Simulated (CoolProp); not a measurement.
Vapour-liquid equilibrium of CHF3 (R23) (1) + R13 (2) at 227.3 K; x and y are mole fractions of (1).

Computed with CoolProp (multi-fluid Helmholtz-energy mixture model, Penoncello 2003 and Platzer 1990; pair parameters Bell 2016). This equation is an older, rougher fit; its heat capacities, sound speeds and derivatives of the liquid may be far off and weren't checked against measurements.

**Question.** Give the bubble pressure and the first vapour's composition at x = 0.5, 0.65, 0.8. Is there an azeotrope?

**Answer.** x = 0.5: 6.828 bar, y = 0.531; x = 0.65: 6.824 bar, y = 0.618; x = 0.8: 6.599 bar, y = 0.728. y crosses x between x = 0.5 and 0.65: the model has an azeotrope there.

Pair parameters are fitted to limited data, so mixtures are less certain than the pure fluids.
